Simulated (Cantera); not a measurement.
Charge: 1 mol PbCl₂, 2 mol HCl, 15 mol H₂, held at 0.0100 bar.

Method: chemical equilibrium by Gibbs-energy minimisation in Cantera with the NASA 1993 tables (ideal gas, pure condensed phases). Candidate condensed phases: Pb, PbCl₂; 10 gas species. Rates play no part.

x: gas mole fraction; nothing condenses.

```
T (°C)   x H₂  x HCl       x H    x Pb      x Cl
------  -----  -----  --------  ------  --------
1350    0.744  0.202  0.000596  0.0439  0.000128
1450    0.741  0.204         …  0.0462         …
1550    0.738  0.205   0.00372  0.0478  0.000788
1650    0.733  0.205   0.00807  0.0488   0.00169
1750    0.726  0.203         …  0.0494         …
1850    0.713  0.199    0.0303  0.0496   0.00619
1950    0.693  0.192    0.0533  0.0493    0.0107
```

Problem. Some entries are withheld; supply them.

Solution. 
- 1450, x H: 0.00157
- 1450, x Cl: 0.000335
- 1750, x H: 0.0162
- 1750, x Cl: 0.00335
